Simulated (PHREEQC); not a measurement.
Solution (90 °C): 0.03 mol HCl, 0.00011 mol Al2(SO4)3, 0.04 mol Fe2(SO4)3 and 0.0021 mol Na2SO4 per kg of water. Closed to the air; pH follows from the charge balance.

The numbers come from PHREEQC with the ion-association model, phreeqc.dat.

**Question.** The ionic strength comes out as 0.188 mol/kgw. What activity coefficients do Fe3(OH)4+5, Fe+3, FeCl+2, Fe2(OH)2+4, FeOH+2 get?

**Answer.** Fe3(OH)4+5 0.00025, Fe+3 0.10, FeCl+2 0.26, Fe2(OH)2+4 0.0050, FeOH+2 0.26.

Precipitation was switched off in this run. The solution is supersaturated, for example in Hematite (slow to form), Goethite (slow to form), so a real one may precipitate; this is no full list. At this temperature some constants are extrapolated from 25 °C, and those without enthalpy data are left unchanged.
